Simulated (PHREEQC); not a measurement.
Buffer: an equilibrium model

Dissolve 0.0013 mol HF and 0.0018 mol Na2B4O7 per kg of water at 68 °C. Closed to the air; pH follows from the charge balance.

Model: ion-association model, wateq4f.dat, run in PHREEQC.

```yaml
pH: 8.57
ionic_strength: 0.00360 mol/kgw
total_alkalinity: 2.30 meq/kg
```

| species | molality | activity | log γ |
|---|---|---|---|
| H3BO3 | 0.00495 | 0.00496 | 0.000 |
| Na+ | 0.00360 | 0.00335 | -0.031 |
| H2BO3- | 0.00225 | 0.00209 | -0.032 |
| F- | 0.00129 | 0.00120 | -0.031 |
| OH- | 5.53e-5 | 5.15e-5 | -0.031 |
| BF(OH)3- | 3.79e-6 | 3.52e-6 | -0.032 |
| NaF | 2.32e-6 | 2.32e-6 | 0.000 |
| HF | 1.13e-8 | 1.13e-8 | 0.000 |
| H+ | 2.90e-9 | 2.71e-9 | -0.028 |
| BF2(OH)2- | 1.26e-9 | 1.17e-9 | -0.032 |

Precipitation was switched off in this run. At this temperature some constants are extrapolated from 25 °C, and those without enthalpy data are left unchanged. Real BF4- forms and hydrolyses slowly; the run takes it at equilibrium.
